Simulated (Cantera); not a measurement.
Input: 1 mol Si, 0.38 mol H₂, 2.9 mol Cl₂, held at 1073.15 K and 750 Torr.

These are equilibrium values from Cantera (NASA tables, ideal gas, pure condensed phases), not measurements of a reactor. Candidate condensed phases: Si; 19 gas species. Rates play no part.

Base state: SiCl₄ 0.438, HCl 0.333, Cl₂ 0.228, Cl 0.000514 (mole fractions); condensed: gas only.

Question: What changes in the equilibrium state with this change: Cl₂ from 2.9 to 1.3 mol?

Answer: 
| species | before | after |
|---|---|---|
| SiCl₄ | 0.438 | 0.547 |
| H₂ | <1e-9 | 0.309 |
| SiHCl₃ | <1e-9 | 0.113 |
| HCl | 0.333 | 0.0183 |
| Cl₂ | 0.228 | <1e-9 |
| SiH₂Cl₂ | <1e-9 | 0.00273 |
| SiCl₂ | <1e-9 | 0.00211 |
| SiCl₃ | 5.55e-9 | 0.00850 |
| Cl | 0.000514 | <1e-9 |
| Si(s), mol | 0 | 0.322 |
The tables' values for SiCl₃ are old estimates; treat these amounts as uncertain.

Question: What changes in the equilibrium state with this change: H₂ from 0.38 to 1.4 mol?

Answer: 
| species | before | after |
|---|---|---|
| HCl | 0.333 | 0.547 |
| SiCl₄ | 0.438 | 0.302 |
| H₂ | <1e-9 | 0.150 |
| Cl₂ | 0.228 | <1e-9 |
| SiHCl₃ | <1e-9 | 0.00102 |
| Cl | 0.000514 | 1.79e-8 |
| SiCl₃ | 5.55e-9 | 0.000110 |
The tables' values for SiCl₃ are old estimates; treat these amounts as uncertain.
